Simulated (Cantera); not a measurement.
Input: 1 mol SiH₂Cl₂, 1.4 mol HCl, 250 mol H₂, at 0.0960 bar.

Cantera equilibrium calculation (NASA polynomials, part measured and part estimated; ideal gas, pure solids and liquids). Candidate condensed phases: Si; 19 gas species. The tables' values for SiCl are old estimates; treat these amounts as uncertain. Gases not in the tables: Si₂H₆ and higher silanes. Kinetics and transport are ignored.

x: gas mole fraction; n: condensed amount in mol.

| T (°C) | x H₂ | x H | x HCl | x Si | x SiCl₂ | x SiH | n Si(l) |
|---|---|---|---|---|---|---|---|
| 1625 | 0.984 | 0.00250 | 0.0125 | … | 0.000430 | 3.43e-5 | 0.828 |
| 1675 | 0.983 | 0.00362 | 0.0125 | … | 0.000405 | 5.71e-5 | 0.791 |
| 1725 | 0.981 | 0.00513 | 0.0125 | … | 0.000383 | 9.27e-5 | 0.724 |
| 1775 | 0.979 | 0.00715 | 0.0125 | … | 0.000361 | 0.000147 | 0.611 |
| 1825 | 0.975 | 0.00981 | 0.0125 | … | 0.000341 | 0.000227 | 0.426 |
| 1875 | 0.971 | 0.0133 | 0.0124 | … | 0.000322 | 0.000343 | 0.129 |
| 1925 | 0.966 | 0.0177 | 0.0125 | 0.00284 | 0.000235 | 0.000384 | 0 |
| 1975 | 0.960 | 0.0232 | 0.0126 | 0.00301 | 0.000151 | 0.000369 | 0 |
| 2025 | 0.953 | 0.0302 | 0.0126 | 0.00313 | 9.58e-5 | 0.000349 | 0 |

Q: Complete the blanks.

A: 
- 1625, x Si: 0.000128
- 1675, x Si: 0.000242
- 1725, x Si: 0.000443
- 1775, x Si: 0.000787
- 1825, x Si: 0.00136
- 1875, x Si: 0.00229
